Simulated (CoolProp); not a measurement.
CF4 (R14) at 298.15 K and 0.186 MPa flows at 2.9 m/s in a round tube of 20 mm bore and 45 µm roughness, fully developed (64/Re and Nu = 3.66 if laminar; Colebrook and Gnielinski if turbulent). Each further row changes one setting.

Model: reference Helmholtz-energy equation of state, Platzer 1990, in CoolProp. This equation is an older, rougher fit.

```csv
case,Reynolds number,Darcy friction factor,pressure drop (Pa/m),heat-transfer coefficient (W/(m² K)),mass flow (kg/h)
as stated,22300,0.0297,41.6,55.2,___
velocity 5.8 m/s,44600,___,___,103,___
diameter 40 mm,44600,___,17.3,46.4,87.2
```

### Question
Fill in the missing entries.

### Answer

- as stated, mass flow (kg/h): 21.8
- velocity 5.8 m/s, Darcy friction factor: 0.0274
- velocity 5.8 m/s, pressure drop (Pa/m): 153
- velocity 5.8 m/s, mass flow (kg/h): 43.6
- diameter 40 mm, Darcy friction factor: 0.0247

Viscosity comes from a separate model (Huber 2003), an estimate that may be off by 10 % or more. Thermal conductivity comes from a separate model (Huber 2003), an estimate that may be off by 10 % or more.
